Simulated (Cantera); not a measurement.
## Thermodynamics of carbon deposition, reforming and gasification, feed C6H6 + H2O

Feed: 1 mol C6H6, 0.054 mol H2O, equilibrated at 80.0 Pa.

Equilibrium computed with Cantera from the NASA thermochemical tables; the gas is ideal and each condensed phase is pure. Candidate condensed phases: C, C6H6, C7H8, C8H18, H2O; 131 gas species. Ions and electrons are included (thermal ionisation). Equilibrium is a limit: real reactors are often held back by kinetics, nucleation or transport.

From 1727 °C to 2227 °C the condensed part is C(graphite). From 2727 °C to 4727 °C nothing is condensed. The main C-bearing gas is CO at 1727 °C and C at 4727 °C.

| T (°C) | x H2 | x H | x C | x C3 | x C2 | x CO | x C2H | n C(graphite) |
|---|---|---|---|---|---|---|---|---|
| 1727 | 0.927 | 0.0554 | 3.81e-8 | 3.46e-8 | 2.93e-9 | 0.0169 | 7.96e-7 | 5.94 |
| 2227 | 0.412 | 0.570 | 0.000208 | 0.000621 | 5.72e-5 | 0.0124 | 0.000443 | 5.89 |
| 2727 | 0.0156 | 0.697 | 0.0504 | 0.197 | 0.0251 | 0.00649 | 0.00472 | 0 |
| 3227 | 0.000713 | 0.558 | 0.363 | 0.0341 | 0.0391 | 0.00495 | 0.000360 | 0 |
| 3727 | 8.10e-5 | 0.507 | 0.483 | 0.000252 | 0.00499 | 0.00448 | 5.14e-6 | 0 |
| 4227 | 1.70e-5 | 0.505 | 0.490 | 2.95e-6 | 0.000660 | 0.00440 | 1.33e-7 | 0 |
| 4727 | 4.90e-6 | 0.503 | 0.489 | 8.12e-8 | 0.000128 | 0.00351 | 6.95e-9 | 0 |
x: gas mole fraction; n: condensed amount in mol.
